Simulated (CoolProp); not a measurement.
Saturation properties of tetrahydrofuran.

Model: reference Helmholtz-energy equation of state, Fiedler 2023, in CoolProp.

| T (K) | p (MPa) | liquid density (kg/m³) | enthalpy of vaporisation (kJ/kg) |
|---|---|---|---|
| 399.2 | 0.5103 | 761.6 | 366.7 |
| 412.7 | 0.6825 | 743.3 | 353.7 |
| 426.1 | 0.8932 | 724.3 | 339.8 |
| 439.6 | 1.151 | 704.1 | 324.6 |
| 453.1 | 1.460 | 682.6 | 307.9 |
| 466.6 | 1.828 | 659.3 | 289.3 |
| 480.1 | 2.261 | 633.7 | 268.2 |
| 493.6 | 2.768 | 604.6 | 243.7 |

It boils at 339.1 K under 1 atm.
